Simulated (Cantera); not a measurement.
Charge: 1 mol trisilylamine, 0.33 mol NH3, a varied amount of N2, at 2000 K and 1.33 mbar.

These are equilibrium values from Cantera (NASA tables, ideal gas, pure condensed phases), not measurements of a reactor. Candidate condensed phases: Si, Si3N4; 18 gas species. The feed counts by its element totals alone. Gases not in the tables: Si2H6 and higher silanes. Rates play no part.

Problem. What share of the Si ends up in condensed phases as a function of n(N2) (mol), at 2.2, 3.2, 4.7, 6.9, 10, 15, 21, 31, 45, 66, 96?

Solution. 
```tsv
n(N2) (mol)	Si condensed (%)	as
2.2	90.4	Si(l)
3.2	89.1	Si(l)
4.7	87.3	Si(l)
6.9	84.7	Si(l)
10	80.9	Si(l)
15	74.8	Si(l)
21	67.6	Si(l)
31	55.5	Si(l)
45	38.7	Si(l)
66	13.4	Si(l)
96	0.0	-
```
